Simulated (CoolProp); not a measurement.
Model: reference Helmholtz-energy equation of state, Lemmon 2006, in CoolProp. It is a short technical equation, of lower accuracy than the large ones.

Question: For acetone, give the phase and the Z, cv (kJ/(kg K)), Joule-Thomson coefficient (K/MPa), fugacity coefficient at 216.35 °C and 0.782 MPa; 216.35 °C and 9.38 MPa.

Answer: 
- 216.35 °C and 0.782 MPa: gas; Z 0.922, cv 1.75, Joule-Thomson coefficient 13.9, fugacity coefficient 0.926
- 216.35 °C and 9.38 MPa: liquid; Z 0.249, cv 1.96, Joule-Thomson coefficient 0.518, fugacity coefficient 0.301
